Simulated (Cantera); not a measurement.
An isothermal, constant-pressure homogeneous reactor starts with 2.56 % CH₄, 97.4 % N₂, at 1425 K and 20.0 Torr.

Model: GRI-Mech 3.0 (53 species, 325 reactions), integrated in Cantera. GRI-Mech 3.0 stops at C3 and has no aromatics, soot or wall deposition, so with more carbon than oxygen in the feed, carbon stays in small species such as C2H2 where larger ones or solid carbon would form. Radical loss at walls, strong at low pressure, is not modelled.

Problem. Predict: x(CH₄) at 3.00 s; x(C₂H₂) at 3.00 s; x(CH₂) at 3.00 s; x(C₂H₄) at 3.00 s; x(CH₃) at 3.00 s.

Solution. 
| Property | Result |
|---|---|
| x(CH₄) at 3.00 s | 0.0234 (gas-phase equilibrium 1.78e-5) |
| x(C₂H₂) at 3.00 s | 0.000559 (gas-phase equilibrium 0.00214) |
| x(CH₂) at 3.00 s | 8.95e-9 (gas-phase equilibrium 1.26e-11) |
| x(C₂H₄) at 3.00 s | 0.000500 (gas-phase equilibrium 1.33e-6) |
| x(CH₃) at 3.00 s | 7.92e-5 (gas-phase equilibrium 7.75e-8) |
